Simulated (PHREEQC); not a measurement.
Ca(OH)2 is added in steps, without added water, to 1 kg of water holding 0.22 mol HCl and 0.00028 mol AlCl3, at 3.2 °C. O2 is buffered at 0.21 atm. No CO2 enters from the air. Solids allowed: Al(OH)3(a). Others were left out.

Base run: PHREEQC, ion-association model, phreeqc.dat. Each further column changes one thing. The table gives AlOH+2 (mol/kgw).

```tsv
Ca(OH)2 added (mol)	base	temperature from 3.2 to 25 °C	temperature from 3.2 to 45 °C	no solid may form
0	1.51e-9	…	…	1.51e-9
0.011	1.68e-9	7.30e-9	2.50e-8	1.68e-9
0.0275	2.01e-9	…	2.99e-8	2.01e-9
0.044	2.50e-9	1.09e-8	3.72e-8	2.50e-9
0.055	2.99e-9	1.30e-8	…	2.99e-9
0.066	3.74e-9	1.63e-8	5.56e-8	3.74e-9
0.0825	5.96e-9	2.60e-8	8.88e-8	5.96e-9
0.099	1.49e-8	…	…	1.49e-8
0.11	1.71e-5	3.22e-5	…	1.71e-5
```

Fill in the missing entries.


- 0, temperature from 3.2 to 25 °C: 6.59e-9
- 0, temperature from 3.2 to 45 °C: 2.25e-8
- 0.0275, temperature from 3.2 to 25 °C: 8.73e-9
- 0.055, temperature from 3.2 to 45 °C: 4.46e-8
- 0.099, temperature from 3.2 to 25 °C: 6.48e-8
- 0.099, temperature from 3.2 to 45 °C: 2.22e-7
- 0.11, temperature from 3.2 to 45 °C: 5.08e-5

Away from 25 °C the constants follow the database's enthalpies or fits; those with neither stay at their 25 °C values.
